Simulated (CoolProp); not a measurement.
Vapour-liquid equilibrium of CH2F2 (R32) (1) + R143a (2) at 309.3 K; x and y are mole fractions of (1).

Model: multi-fluid Helmholtz-energy mixture model, Tillner-Roth 1997 and Lemmon and Jacobsen 2000; pair parameters Bell 2016, in CoolProp.

```tsv
x	bubble pressure, mixture model (MPa)	bubble pressure, Raoult's law (MPa)	y, mixture model	y, Raoult's law
0.05	(withheld)	1.699	(withheld)	0.066
0.2	(withheld)	1.787	0.249	0.252
0.35	1.988	1.874	0.406	0.421
0.5	(withheld)	1.962	(withheld)	0.574
0.65	2.168	2.049	0.682	0.715
0.8	(withheld)	2.137	(withheld)	0.844
0.95	(withheld)	2.225	0.951	0.962
```

**Question.** What belongs in the gaps?

**Answer.** 
- 0.05, bubble pressure, mixture model (MPa): 1.722
- 0.05, y, mixture model: 0.068
- 0.2, bubble pressure, mixture model (MPa): 1.865
- 0.5, bubble pressure, mixture model (MPa): 2.089
- 0.5, y, mixture model: 0.548
- 0.8, bubble pressure, mixture model (MPa): 2.223
- 0.8, y, mixture model: 0.814
- 0.95, bubble pressure, mixture model (MPa): 2.251

The largest gap from Raoult's law is +6.5 % in bubble pressure, at x = 0.5. No azeotrope shows between x = 0.05 and 0.95.

Pair parameters are fitted to limited data, so mixtures are less certain than the pure fluids.
